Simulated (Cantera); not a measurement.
An isothermal, constant-pressure homogeneous reactor starts with 63.7 % NO, 36.3 % N2, at 2125 K and 0.0620 bar.

Model: GRI-Mech 3.0 (53 species, 325 reactions), integrated in Cantera.

Predict: x(NO) at 6.00 s; x(O2) at 6.00 s; x(O) at 6.00 s; x(NO2) at 6.00 s; x(N2) at 6.00 s; x(N2O) at 6.00 s.


| Quantity | Result |
|---|---|
| x(NO) at 6.00 s | 0.0182 (gas-phase equilibrium 0.0119) |
| x(O2) at 6.00 s | 0.307 (gas-phase equilibrium 0.310) |
| x(O) at 6.00 s | 0.00370 (gas-phase equilibrium 0.00371) |
| x(NO2) at 6.00 s | 7.76e-6 (gas-phase equilibrium 5.11e-6) |
| x(N2) at 6.00 s | 0.671 (gas-phase equilibrium 0.674) |
| x(N2O) at 6.00 s | 2.04e-7 (gas-phase equilibrium 1.53e-7) |
